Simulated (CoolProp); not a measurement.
Vapour-liquid equilibrium of ethanol (1) + n-heptane (2) at 404.4 K; x and y are mole fractions of (1).

The numbers come from the multi-fluid Helmholtz-energy mixture model, Schroeder 2014 and Span 2003; pair parameters Bell 2016 in CoolProp.

Question: Give the bubble pressure and the first vapour's composition at x = 0.275, 0.35, 0.425. Is there an azeotrope?

Answer: x = 0.275: 0.5486 MPa, y = 0.598; x = 0.35: 0.5719 MPa, y = 0.626; x = 0.425: 0.5880 MPa, y = 0.648. y crosses x between x = 0.725 and 0.8: the model has an azeotrope there.

Pair parameters are fitted to limited data, so mixtures are less certain than the pure fluids. With so large a gap from Raoult's law the liquid may split in two, which this calculation doesn't test in full.
